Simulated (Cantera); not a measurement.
A closed system holds: 1 mol SiH4, 0.18 mol C2H4, a varied amount of H2, held at 1725 °C and 1.33 mbar.

Cantera equilibrium calculation (NASA polynomials, part measured and part estimated; ideal gas, pure solids and liquids). Candidate condensed phases: C, C6H6, C7H8, C8H18, Si, SiC; 87 gas species. Mutual solubility and eutectic melting of coexisting phases are not modelled. Gases not in the tables: Si2H6 and higher silanes. Kinetics and transport are ignored.

x: gas mole fraction; n: condensed amount in mol.

```
n(H2) (mol)   x H2     x H     x Si      x Si2C  n Si(l)  n SiC(s)
-----------  -----  ------  -------  ----------  -------  --------
7.7          0.924  0.0423   0.0320    0.000869    0.272     0.351
14           0.924  0.0423   0.0320    0.000869   0.0420     0.345
21           0.932  0.0424   0.0243  (withheld)        0     0.343
27           0.937  0.0426   0.0195  (withheld)        0     0.343
34           0.940  0.0426   0.0159  (withheld)        0     0.342
40           0.943  0.0427   0.0137  (withheld)        0     0.342
46           0.944  0.0427   0.0121  (withheld)        0     0.341
53           0.946  0.0428   0.0106  (withheld)        0     0.340
59           0.947  0.0428  0.00958  (withheld)        0     0.339
```

Task: Fill in the missing entries.

Result: 
- 21, x Si2C: 0.000662
- 27, x Si2C: 0.000532
- 34, x Si2C: 0.000433
- 40, x Si2C: 0.000373
- 46, x Si2C: 0.000328
- 53, x Si2C: 0.000288
- 59, x Si2C: 0.000260
